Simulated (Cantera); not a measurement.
# Gas activation for diamond growth

An isothermal, constant-pressure homogeneous reactor starts with CH4 : H2 : CO2 = 0.0086 : 1 : 0.014 (molar parts), at 2673 K and 0.0267 bar.

Model: GRI-Mech 3.0 (53 species, 325 reactions), integrated in Cantera. Radical loss at walls, strong at low pressure, is not modelled.

| t (s) | x CH4 | x H2 | x CO2 | x CH2 | x CO | x C2H4 |
|---|---|---|---|---|---|---|
| 0.000100 | 0.00762 | 0.973 | 0.0132 | 6.65e-6 | 0.000493 | 1.65e-6 |
| 0.000238 | 0.00680 | 0.964 | 0.0111 | 2.73e-5 | 0.00254 | 7.44e-6 |
| 0.000568 | 0.00509 | 0.946 | 0.00454 | 8.45e-5 | 0.00902 | 1.77e-5 |
| 0.00135 | 0.00217 | 0.928 | 0.000114 | 0.000107 | 0.0136 | 9.39e-6 |
| 0.00323 | 0.000507 | 0.916 | 2.77e-5 | 4.98e-5 | 0.0145 | 1.30e-6 |
| 0.00769 | 0.000185 | 0.903 | 2.61e-5 | 3.09e-5 | 0.0163 | 4.03e-7 |
| 0.0183 | 5.76e-5 | 0.882 | 2.10e-5 | 1.79e-5 | 0.0191 | 7.97e-8 |
| 0.0437 | 1.11e-6 | 0.845 | 1.69e-5 | 7.62e-7 | 0.0203 | 3.93e-10 |
| 0.104 | 1.12e-11 | 0.782 | 1.64e-5 | 2.01e-11 | 0.0196 | <1e-12 |
| 0.248 | 3.00e-12 | 0.726 | 1.61e-5 | 1.05e-11 | 0.0190 | <1e-12 |
| 0.591 | 2.18e-12 | 0.711 | 1.60e-5 | 8.96e-12 | 0.0188 | <1e-12 |
| 1.41 | 2.16e-12 | 0.710 | 1.60e-5 | 8.92e-12 | 0.0188 | <1e-12 |
| 3.36 | 2.16e-12 | 0.710 | 1.60e-5 | 8.92e-12 | 0.0188 | <1e-12 |
| 8.00 | 2.16e-12 | 0.710 | 1.60e-5 | 8.92e-12 | 0.0188 | <1e-12 |
x: mole fraction; the columns are a selection and need not sum to one.

Equilibrium at this temperature and pressure: CH4 2.22e-12, H2 0.710, CO2 1.60e-5, CH2 9.12e-12, CO 0.0188, C2H4 <1e-12 (gas phase only).
